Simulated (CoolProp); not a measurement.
A simple Rankine cycle with isobutene: condensing at 291.15 K, boiler at 2.76 MPa, turbine inlet 435.8 K, turbine efficiency 0.85, pump efficiency 0.8, no recuperator. Each further row changes one setting.

The numbers come from the reference Helmholtz-energy equation of state, Lemmon 2005 in CoolProp. It is a short technical equation, of lower accuracy than the large ones.

| case | thermal efficiency (%) | net work (kJ/kg) | heat in (kJ/kg) | turbine exit temperature (K) | volume ratio over the turbine |
|---|---|---|---|---|---|
| as stated | 17.0 | 99.4 | 584 | 357.8 | 11.8 |
| turbine inlet 455.8 K | 17.0 | 108 | 634 | 379.9 | 11.4 |
| condensing temperature 283.15 K | 18.3 | 110 | 602 | 351.0 | 15.2 |
| boiler pressure 1.93 MPa | 15.1 | 91.4 | 605 | 373.4 | 7.80 |
| turbine efficiency 0.75 | 14.9 | 87.1 | 584 | 364.3 | 12.1 |
